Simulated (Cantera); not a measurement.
Feed: 1 mol TiO2, 0.31 mol SiCl4, 2.9 mol O2, equilibrated at 16.5 Torr.

Method: chemical equilibrium by Gibbs-energy minimisation in Cantera with the NASA 1993 tables (ideal gas, pure condensed phases). Candidate condensed phases: Si, SiO2, Ti, TiCl2, TiCl3, TiCl4, TiO, TiO2, Ti2O3, Ti3O5, Ti4O7; 24 gas species. Mutual solubility and eutectic melting of coexisting phases are not modelled. The tables hold silica as quartz up to 1696 K and as liquid above; real silica turns to tridymite and cristobalite and melts near 1996 K. Condensed phases not in the tables: TiOCl, alloys, solid solutions and most ternary compounds. The numbers say what is thermodynamically allowed, not how fast it happens.

log p: log10 of the partial pressure in bar; n: condensed amount in mol.

| T (°C) | log p O2 | log p Cl | log p Cl2 | log p O | n SiO2(β-quartz) | n TiO2(rutile) | n SiO2(condensed) |
|---|---|---|---|---|---|---|---|
| 877 | -1.75 | -3.75 | -2.38 | … | 0.310 | 1.000 | 0 |
| 952 | -1.75 | -3.41 | -2.40 | … | 0.310 | 1.000 | 0 |
| 1027 | -1.76 | -3.12 | -2.42 | … | 0.310 | 1.000 | 0 |
| 1102 | -1.76 | -2.86 | -2.46 | … | 0.310 | 1.000 | 0 |
| 1177 | -1.77 | -2.65 | -2.54 | … | 0.310 | 1.000 | 0 |
| 1252 | -1.78 | -2.48 | -2.64 | … | 0.310 | 1.000 | 0 |
| 1327 | -1.80 | -2.36 | -2.79 | … | 0.310 | 1.000 | 0 |
| 1402 | -1.81 | -2.27 | -2.99 | … | 0.310 | 1.000 | 0 |
| 1477 | -1.82 | -2.21 | -3.22 | … | 0 | 1.000 | 0.310 |
| 1552 | -1.82 | -2.18 | -3.47 | … | 0 | 1.000 | 0.310 |
| 1627 | -1.82 | -2.17 | -3.72 | … | 0 | 1.000 | 0.310 |

Q: Complete the blanks.

A: 
- 877, log p O: -8.96
- 952, log p O: -8.25
- 1027, log p O: -7.63
- 1102, log p O: -7.08
- 1177, log p O: -6.58
- 1252, log p O: -6.14
- 1327, log p O: -5.74
- 1402, log p O: -5.37
- 1477, log p O: -5.03
- 1552, log p O: -4.72
- 1627, log p O: -4.44
